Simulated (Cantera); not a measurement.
Charge: 1 mol SiHCl3, 0.4 mol HCl, 13 mol N2, held at 1450 °C and 101000 Pa.

Cantera equilibrium calculation (NASA polynomials, part measured and part estimated; ideal gas, pure solids and liquids). The tables' values for SiCl3 are old estimates; treat these amounts as uncertain. The numbers say what is thermodynamically allowed, not how fast it happens.

| species | before | after |
|---|---|---|
| N2 | 0.861 | 0.837 |
| H2 | 0.0112 | 0.136 |
| HCl | 0.0705 | 0.0264 |
| SiCl2 | 0.0298 | 0.000350 |
| SiCl4 | 0.0130 | 1.76e-6 |
| SiCl3 | 0.0144 | 1.81e-5 |
| SiHCl3 | 0.000426 | 1.87e-6 |
| Cl | 9.34e-5 | 1.00e-5 |
| H | 1.92e-5 | 6.68e-5 |
| Si3N4(s), mol | 0.0451 | 0.332 |
Gas species are given as mole fractions.

Question: Name the change that produced these shifts.
(A) temperature from 1450 °C to 1102 °C
(B) N2 from 13 to 99 mol
(C) SiHCl3 replaced by SiH4
(D) pressure from 101000 Pa to 13300 Pa

Answer: C, SiHCl3 replaced by SiH4
